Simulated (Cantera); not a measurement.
**Hydrocarbon pyrolysis for carbon deposition**

An isothermal, constant-pressure homogeneous reactor starts with CH₄ : N₂ = 1 : 10 (molar parts), at 1800 K and 20.0 Torr.

Model: GRI-Mech 3.0 (53 species, 325 reactions), integrated in Cantera. GRI-Mech 3.0 stops at C3 and has no aromatics, soot or wall deposition, so with more carbon than oxygen in the feed, carbon stays in small species such as C2H2 where larger ones or solid carbon would form. Radical loss at walls, strong at low pressure, is not modelled.

```tsv
t (s)	x CH₄	x H₂	x C₂H₄	x CH₃	x HCN
1.00e-6	0.0909	5.74e-9	<1e-12	1.28e-7	<1e-12
3.16e-6	0.0909	5.37e-8	<1e-12	4.40e-7	<1e-12
1.00e-5	0.0909	4.39e-7	<1e-12	1.66e-6	<1e-12
3.16e-5	0.0909	2.66e-6	1.77e-11	6.52e-6	<1e-12
0.000100	0.0909	1.10e-5	1.39e-9	2.32e-5	<1e-12
0.000316	0.0908	3.75e-5	6.72e-8	7.59e-5	<1e-12
0.00100	0.0907	0.000126	2.42e-6	0.000242	5.46e-12
0.00316	0.0899	0.000548	7.62e-5	0.000756	1.24e-10
0.0100	0.0839	0.00613	0.00177	0.00210	9.67e-9
0.0316	0.0460	0.0570	0.00305	0.00211	6.41e-7
0.100	0.0141	0.104	0.000246	0.000802	4.04e-6
0.316	0.00273	0.121	1.63e-5	0.000224	1.24e-5
1.00	0.000419	0.124	3.68e-6	4.75e-5	2.77e-5
```
x: mole fraction; the columns are a selection and need not sum to one.

Equilibrium at this temperature and pressure: CH₄ 7.33e-6, H₂ 0.125, C₂H₄ 9.06e-7, CH₃ 9.24e-7, HCN 0.0598 (gas phase only).
